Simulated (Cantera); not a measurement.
What does this Cantera script print?

```python
import numpy as np
import cantera as ct

gas_names = """
    H HNO HNO2 HNO3 HO2 H2 H2O H2O2 H2S H2SO4 N NH NH2 NH3 NH2OH NO NO2 NO3 N2 N2H2 N2H4 N2O O OH O2 O3
    S SH SN SO SO2 SO3 S2 S2O S8
""".split()
cond_names = """
    H2O(s) H2O(L) H2SO4(L) S(cr1) S(cr2) S(L)
""".split()


# ... load() reads the species with a 1 bar reference pressure and builds the phases ...
atoms = {
    'H2S': {'H': 2, 'S': 1},
    'SO2': {'S': 1, 'O': 2},
    'N2': {'N': 2},
    'O2': {'O': 2},
}
top_T = {}  # K; cautious upper limits of use, not melting points


# ... equilibrate(T, P, feed) seeds the gas with the atoms and calls Mixture.equilibrate('TP', solver="vcs", rtol=1e-11, max_steps=5000) ...
results = []
feed = {'H2S': 1, 'SO2': 0.85, 'N2': 0.46, 'O2': 0.03}  # mol
T = 2048.15  # K
P = 2400  # Pa
mix = equilibrate(T, P, feed)
results.append((T, P, feed, dict(zip(mix.species_names, mix.species_moles))))
x = sorted(zip(gas.X, gas.species_names), reverse=True)
print(f"T = {T:g} K  P = {P:g} Pa  gas = {mix.phase_moles(0):.4g} mol")
print("   x: " + "  ".join(f"{s} {v:.3e}" for v, s in x if v > 1e-06))
print("   condensed (mol): " + ("  ".join(f"{mix.phase(i).name} {mix.phase_moles(i):.4g}"
      for i in range(1, mix.n_phases) if mix.phase_moles(i) > 1e-12) or "none"))
```

It prints:

```
T = 2048.15 K  P = 2400 Pa  gas = 2.766 mol
   x: H2O 1.901e-01  S2 1.855e-01  SO2 1.806e-01  N2 1.663e-01  H2 1.560e-01  SO 8.192e-02  SH 1.350e-02  S 1.203e-02  H 5.715e-03  H2S 5.408e-03  S2O 2.161e-03  OH 7.584e-04  NO 2.828e-05  O 2.006e-05  O2 1.048e-05  SN 7.005e-06
   condensed (mol): none
```

Equilibrium computed with Cantera from the NASA thermochemical tables; the gas is ideal and each condensed phase is pure.
